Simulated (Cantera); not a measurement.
Low-pressure radical oxidation in H2/O2

An isothermal, constant-pressure homogeneous reactor starts with 3.10 % H2, 96.9 % O2, equivalence ratio 0.016, at 1250 K and 2.33 Torr.

Cantera simulation using GRI-Mech 3.0 (53 species, 325 reactions); the numbers are that mechanism's predictions, not measurements. Radical loss at walls, strong at low pressure, is not modelled.

```json
[
 {"t (s)": "6.00e-6", "x H2": "0.0310", "x O2": "0.969", "x HO2": "9.54e-11", "x H2O": "<1e-12", "x H": "9.35e-11", "x O": "1.91e-12"},
 {"t (s)": "2.27e-5", "x H2": "0.0310", "x O2": "0.969", "x HO2": "3.62e-10", "x H2O": "<1e-12", "x H": "3.36e-10", "x O": "2.65e-11"},
 {"t (s)": "8.62e-5", "x H2": "0.0310", "x O2": "0.969", "x HO2": "1.37e-9", "x H2O": "2.30e-11", "x H": "1.07e-9", "x O": "3.28e-10"},
 {"t (s)": "0.000327", "x H2": "0.0310", "x O2": "0.969", "x HO2": "5.20e-9", "x H2O": "8.76e-10", "x H": "2.79e-9", "x O": "3.28e-9"},
 {"t (s)": "0.00124", "x H2": "0.0310", "x O2": "0.969", "x HO2": "1.97e-8", "x H2O": "2.84e-8", "x H": "1.27e-8", "x O": "3.54e-8"},
 {"t (s)": "0.00469", "x H2": "0.0310", "x O2": "0.969", "x HO2": "7.66e-8", "x H2O": "5.64e-6", "x H": "1.30e-6", "x O": "4.42e-6"},
 {"t (s)": "0.0178", "x H2": "0.000663", "x O2": "0.943", "x HO2": "5.19e-7", "x H2O": "0.0269", "x H": "0.00377", "x O": "0.0229"},
 {"t (s)": "0.0674", "x H2": "0.000345", "x O2": "0.943", "x HO2": "4.67e-7", "x H2O": "0.0278", "x H": "0.00311", "x O": "0.0233"},
 {"t (s)": "0.256", "x H2": "0.000305", "x O2": "0.946", "x HO2": "4.48e-7", "x H2O": "0.0283", "x H": "0.00254", "x O": "0.0203"},
 {"t (s)": "0.969", "x H2": "0.000197", "x O2": "0.954", "x HO2": "3.83e-7", "x H2O": "0.0294", "x H": "0.00128", "x O": "0.0128"},
 {"t (s)": "3.67", "x H2": "5.95e-5", "x O2": "0.964", "x HO2": "2.22e-7", "x H2O": "0.0307", "x H": "0.000204", "x O": "0.00372"},
 {"t (s)": "13.9", "x H2": "7.70e-6", "x O2": "0.968", "x HO2": "6.47e-8", "x H2O": "0.0313", "x H": "9.35e-6", "x O": "0.000476"},
 {"t (s)": "52.8", "x H2": "8.08e-7", "x O2": "0.968", "x HO2": "1.25e-8", "x H2O": "0.0314", "x H": "3.18e-7", "x O": "4.98e-5"},
 {"t (s)": "200", "x H2": "1.10e-7", "x O2": "0.968", "x HO2": "5.84e-9", "x H2O": "0.0315", "x H": "1.60e-8", "x O": "6.78e-6"}
]
```
x: mole fraction; the columns are a selection and need not sum to one.

Equilibrium at this temperature and pressure: H2 2.00e-8, O2 0.968, HO2 9.53e-9, H2O 0.0315, H 1.23e-9, O 1.23e-6 (gas phase only).
